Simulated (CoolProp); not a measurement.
Vapour-liquid equilibrium of ethanol (1) + ethylbenzene (2) at 0.593 bar; x and y are mole fractions of (1).

Computed with CoolProp (multi-fluid Helmholtz-energy mixture model, Schroeder 2014 and Zhou 2012; pair parameters Bell 2016).

**Question.** Give the bubble temperature and the first vapour's composition at x = 0.25, 0.65, 0.75. Is there an azeotrope?

**Answer.** x = 0.25: 343.1 K, y = 0.835; x = 0.65: 340.2 K, y = 0.867; x = 0.75: 339.7 K, y = 0.879. No azeotrope shows between x = 0.05 and 0.95.

Pair parameters are fitted to limited data, so mixtures are less certain than the pure fluids. With so large a gap from Raoult's law the liquid may split in two, which this calculation doesn't test in full.
